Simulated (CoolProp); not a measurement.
Vapour-liquid equilibrium of benzene (1) + n-heptane (2) at 495.8 K; x and y are mole fractions of (1).

The numbers come from the multi-fluid Helmholtz-energy mixture model, Thol 2012 and Span 2003; pair parameters Bell 2016 in CoolProp.

```tsv
x	bubble pressure (kPa)	y at the bubble point	dew pressure at overall composition x (kPa)	liquid density (mol/L)
0.05	1464	0.066	1454	4.655
0.125	1527	0.160	1503	4.806
0.2	1589	0.249	1554	4.967
0.275	1651	0.334	1608	5.141
0.35	1709	0.413	1663	5.329
0.425	1765	0.488	1718	5.533
0.5	1817	0.559	1774	5.755
0.575	1865	0.627	1828	5.999
0.65	1908	0.693	1880	6.266
0.725	1946	0.758	1927	6.560
0.8	1979	0.822	1968	6.884
0.875	2006	0.887	2001	7.240
0.95	2026	0.954	2026	7.633
```

No azeotrope shows between x = 0.05 and 0.95.

Pair parameters are fitted to limited data, so mixtures are less certain than the pure fluids.
